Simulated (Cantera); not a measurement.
Mixture: 42.9 % CO, 1.29 % H₂, 11.7 % O₂, 44.1 % N₂, at 7.20 bar, adiabatic and at constant volume. Ignition delay is the time to a rise of 400 K.

Detailed kinetics in Cantera: GRI-Mech 3.0 (53 species, 325 reactions). The hydrogen kinetics of GRI-Mech 3.0 are dated; newer H2 mechanisms differ, most at raised pressure. Where the delays flatten at high temperature, the 400 K rule measures the pace of heat release, not the induction time.

### Question
Predict: delay at 1075 K; delay at 1175 K; delay at 1275 K; delay at 1375 K; apparent activation energy between 1325 and 1425 K.

### Answer
| Property | Value |
|---|---|
| delay at 1075 K | 0.485 ms |
| delay at 1175 K | 71.4 µs |
| delay at 1275 K | 22.9 µs |
| delay at 1375 K | 12.4 µs |
| apparent activation energy between 1325 and 1425 K | 76 kJ/mol |
